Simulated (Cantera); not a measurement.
Thermodynamics of abatement and gas-phase synthesis, feed PH3 + H2 + O2

Feed: 1 mol PH3, 1.9 mol H2, 4.1 mol O2, equilibrated at 133 Pa.

Equilibrium computed with Cantera from the NASA thermochemical tables; the gas is ideal and each condensed phase is pure. Candidate condensed phases: H2O, P, P4O10; 17 gas species. Gases not in the tables: HPO2, HPO3 and P4O6. Kinetics and transport are ignored.

```tsv
T (°C)	x O	x H	x O2	x OH	x PO	x H2	x PO2	x H2O
2452	0.322	0.367	0.0857	0.0636	0.0544	0.0461	0.0311	0.0305
2477	0.338	0.380	0.0770	0.0578	0.0558	0.0411	0.0270	0.0233
2502	0.353	0.391	0.0688	0.0521	0.0571	0.0363	0.0234	0.0176
2527	0.368	0.400	0.0611	0.0466	0.0583	0.0319	0.0201	0.0132
2552	0.381	0.409	0.0539	0.0415	0.0592	0.0279	0.0173	0.00988
2577	0.393	0.415	0.0474	0.0368	0.0601	0.0243	0.0148	0.00734
2602	0.404	0.421	0.0415	0.0325	0.0607	0.0211	0.0126	0.00543
2627	0.414	0.426	0.0362	0.0287	0.0612	0.0183	0.0107	0.00402
2652	0.423	0.429	0.0315	0.0252	0.0615	0.0158	0.00909	0.00296
2677	0.431	0.433	0.0273	0.0221	0.0617	0.0137	0.00769	0.00219
2702	0.438	0.435	0.0237	0.0193	0.0617	0.0118	0.00650	0.00161
2727	0.444	0.437	0.0205	0.0169	0.0615	0.0102	0.00548	0.00119
2752	0.449	0.439	0.0177	0.0148	0.0612	0.00885	0.00461	0.000882
2777	0.454	0.440	0.0153	0.0130	0.0606	0.00766	0.00388	0.000654
```
x: gas mole fraction; nothing condenses.

From 2452 °C to 2777 °C nothing is condensed.
